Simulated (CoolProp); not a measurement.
The numbers come from the reference Helmholtz-energy equation of state, Lemmon 2009 in CoolProp.

Problem. Give the vapour pressure (MPa), liquid density (kg/m³), liquid cp (kJ/(kg K)), surface tension (mN/m) of saturated propane at -49.95 °C.

Solution. 
```csv
T (°C),p (MPa),liquid density (kg/m³),liquid cp (kJ/(kg K)),surface tension (mN/m)
-49.95,0.0707,590,2.21,16.7
```

Surface tension comes from a separate correlation (Mulero 2012).
